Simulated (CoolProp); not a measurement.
Saturation properties of octamethylcyclotetrasiloxane (D4).

The numbers come from the reference Helmholtz-energy equation of state, Thol 2015 in CoolProp.

| T (K) | p (MPa) | liquid density (kg/m³) | vapour density (kg/m³) | enthalpy of vaporisation (kJ/kg) | surface tension (mN/m) |
|---|---|---|---|---|---|
| 416.3 | 0.04071 | 809.3 | 3.632 | 143.3 | 9.54 |
| 424.2 | 0.05164 | 798.9 | 4.556 | 140.4 | 9.01 |
| 432 | 0.06458 | 788.6 | 5.645 | 137.4 | 8.49 |
| 439.9 | 0.08017 | 777.8 | 6.952 | 134.4 | 7.97 |
| 447.7 | 0.09830 | 767.0 | 8.470 | 131.4 | 7.46 |
| 455.6 | 0.1198 | 755.9 | 10.27 | 128.2 | 6.95 |
| 463.4 | 0.1444 | 744.5 | 12.34 | 125.0 | 6.45 |
| 471.3 | 0.1731 | 732.7 | 14.78 | 121.6 | 5.95 |
| 479.2 | 0.2060 | 720.6 | 17.61 | 118.1 | 5.47 |
| 487 | 0.2430 | 708.2 | 20.84 | 114.6 | 4.99 |

It boils at 448.9 K under 1 atm.

Surface tension comes from a separate correlation (Mulero 2014), older than this fluid's equation and unchecked against measurements.
